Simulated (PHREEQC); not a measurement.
Solution (20 °C): 0.013 mol/kgw KH2PO4 and 2.8e-06 mol/kgw H4SiO4. It is in equilibrium with CO2 at log p = 0 (atm). Otherwise closed; pH follows from the charge balance.

All values are PHREEQC results (ion-association model, wateq4f.dat), not measurements.

Each row changes one thing in this solution. No solid was allowed to form.

```json
[
 {"case": "as made", "pH": "4.07", "ionic strength (mol/kgw)": "0.0131", "HCO3- (mol/kgw)": "0.000215", "CO3-2 (mol/kgw)": "1.49e-10"},
 {"case": "H4SiO4 from 2.8e-06 to 3.08e-06 mol/kgw", "pH": "4.07", "ionic strength (mol/kgw)": "0.0131", "HCO3- (mol/kgw)": "0.000215", "CO3-2 (mol/kgw)": "1.49e-10"},
 {"case": "H4SiO4 left out", "pH": "4.07", "ionic strength (mol/kgw)": "0.0131", "HCO3- (mol/kgw)": "0.000215", "CO3-2 (mol/kgw)": "1.49e-10"},
 {"case": "KH2PO4 left out", "pH": "3.89", "ionic strength (mol/kgw)": "0.000129", "HCO3- (mol/kgw)": "0.000129", "CO3-2 (mol/kgw)": "4.44e-11"},
 {"case": "H4SiO4 from 2.8e-06 to 5.6e-06 mol/kgw", "pH": "4.07", "ionic strength (mol/kgw)": "0.0131", "HCO3- (mol/kgw)": "0.000215", "CO3-2 (mol/kgw)": "1.49e-10"},
 {"case": "KH2PO4 replaced by KHCO3 at the same molality", "pH": "5.86", "ionic strength (mol/kgw)": "0.0130", "HCO3- (mol/kgw)": "0.0130", "CO3-2 (mol/kgw)": "5.46e-7"}
]
```

Species that the database lacks are ignored. H3PO4, which wateq4f.dat lacks, is added to it with the constant of phreeqc.dat.
